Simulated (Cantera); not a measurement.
# Reactions in the system N-Nb-O

Cantera with NASA thermochemical tables; ideal gases at 1 bar, condensed phases pure. Values are per mole of reaction as written; species without (g) are pure solids or liquids, kept so even where they would boil at 1 bar.

NbO2 + 2 N2(g) → Nb + 2 N2O(g)

```tsv
T (K)	ΔH° (kJ)	ΔS° (J/K)	ΔG° (kJ)	log10 K
300	958.1	38.7	946.5	-164.80
675	954.3	30.0	934.0	-72.28
775	953.4	28.8	931.1	-62.75
875	952.3	27.5	928.3	-55.41
975	951.0	26.1	925.6	-49.59
1075	949.5	24.6	923.1	-44.85
```
